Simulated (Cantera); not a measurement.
Charge: 1 mol Si, 1.7 mol Cl2, 17 mol H2, at 1227 °C and 315 Torr.

Cantera equilibrium calculation (NASA polynomials, part measured and part estimated; ideal gas, pure solids and liquids). The tables' values for SiCl3 are old estimates; treat these amounts as uncertain. Rates play no part.

```tsv
species	before	after
H2	0.869	0.874
HCl	0.0907	0.0852
SiCl2	0.0304	0.0267
SiH3Cl	1.73e-5	3.34e-5
SiH2Cl2	0.000373	0.000674
SiHCl3	0.00236	0.00399
SiCl4	0.00238	0.00376
H	2.53e-5	1.77e-5
SiCl3	0.00477	0.00562
Si(s), mol	0.252	0.246
```
Gas species are given as mole fractions.

**Question.** Name the change that produced these shifts.
A. 2 mol HCl added
B. pressure from 315 Torr to 75.0 Torr
C. pressure from 315 Torr to 158 Torr
D. pressure from 315 Torr to 645 Torr

**Answer.** D, pressure from 315 Torr to 645 Torr
